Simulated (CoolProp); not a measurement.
The numbers come from the reference Helmholtz-energy equation of state, de Reuck 1993 in CoolProp.

Task: For methanol, give the phase and the Z, cp (kJ/(kg K)), cv (kJ/(kg K)) at 262.25 °C and 191 bar.

Result: 
- 262.25 °C and 191 bar: supercritical; Z 0.289, cp 6.02, cv 3.37
